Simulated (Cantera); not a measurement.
A closed system holds: 1 mol SiH2Cl2, 0.0067 mol Cl2, 15 mol H2, at 1548 K and 1.00 bar.

Equilibrium computed with Cantera from the NASA thermochemical tables; the gas is ideal and each condensed phase is pure. Candidate condensed phases: Si; 19 gas species. The tables' values for SiCl3 are old estimates; treat these amounts as uncertain. Kinetics and transport are ignored.

Base state: H2 0.909, HCl 0.0688, SiCl2 0.0173, SiCl3 0.00231, SiHCl3 0.00139, SiCl4 0.000863, SiH2Cl2 0.000366, H 2.94e-5 (mole fractions); condensed: Si(s).

Task: What changes in the equilibrium state with this change: temperature from 1548 K to 1198 K?

Result: 
```tsv
species	before	after
H2	0.909	0.944
HCl	0.0688	0.0280
SiCl4	0.000863	0.0122
SiCl2	0.0173	0.00196
SiHCl3	0.00139	0.0110
H	2.94e-5	1.85e-7
SiH2Cl2	0.000366	0.00131
Si(s), mol	0.622	0.533
```
